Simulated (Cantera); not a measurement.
Charge: 1 mol CH3F, 0.12 mol F2, 3.2 mol H2, held at 970 Pa.

These are equilibrium values from Cantera (NASA tables, ideal gas, pure condensed phases), not measurements of a reactor. Candidate condensed phases: C, C6H6, C7H8, C8H18; 95 gas species. Equilibrium is a limit: real reactors are often held back by kinetics, nucleation or transport.

x: gas mole fraction; n: condensed amount in mol.

```csv
T (°C),x H2,x H,x HF,x C2H2 (acetylene),x C2H,x F,x C3,n C(graphite)
1727,0.754,0.0143,0.231,0.000579,2.06e-7,1.81e-6,2.86e-9,0.994
1827,0.742,0.0272,0.230,0.00107,1.02e-6,5.11e-6,2.98e-8,0.988
1927,0.722,0.0486,0.227,0.00185,4.31e-6,1.32e-5,2.49e-7,0.980
2027,0.692,0.0817,0.224,0.00299,1.60e-5,3.13e-5,1.72e-6,0.966
2127,0.648,(withheld),0.218,(withheld),(withheld),(withheld),(withheld),0.947
2227,(withheld),(withheld),0.210,(withheld),(withheld),(withheld),(withheld),0.921
2327,0.512,0.279,0.200,0.00830,0.000398,0.000293,0.000228,0.886
```

**Question.** Fill in the missing entries.

**Answer.** 
- 2127, x H: 0.130
- 2127, x C2H2 (acetylene): 0.00451
- 2127, x C2H: 5.21e-5
- 2127, x F: 6.97e-5
- 2127, x C3: 1.01e-5
- 2227, x H2: 0.587
- 2227, x H: 0.196
- 2227, x C2H2 (acetylene): 0.00636
- 2227, x C2H: 0.000152
- 2227, x F: 0.000146
- 2227, x C3: 5.12e-5
